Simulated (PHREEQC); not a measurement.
Copper plating or etch bath (model solution)

Make-up at 50 °C: 0.0047 mol CuSO4, 0.00011 mol H3BO3 and 0.00068 mol H2SO4 per kg of water. Closed to the air; pH follows from the charge balance.

Model: ion-association model, phreeqc.dat, run in PHREEQC.

Precipitation was switched off in this run.

What pH, ionic strength, specific conductance does the model give?

pH 3.06; ionic strength 0.0153 mol/kgw; specific conductance 1890 µS/cm.

In which forms is Cu present?

Cu+2 75 %, CuSO4 25 % of the Cu.

Complexes and solids missing from the database can't appear. Constants without temperature data keep their 25 °C values here.
